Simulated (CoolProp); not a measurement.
The numbers come from the reference Helmholtz-energy equation of state, Thol 2015 in CoolProp.

Q: For octamethylcyclotetrasiloxane (D4), give the phase and the density (kg/m³), cv (kJ/(kg K)), Joule-Thomson coefficient (K/MPa), isothermal compressibility (1/MPa) at 63.55 °C and 3.22 MPa.

A: 
- 63.55 °C and 3.22 MPa: liquid; density 912, cv 1.45, Joule-Thomson coefficient -0.370, isothermal compressibility 0.00197
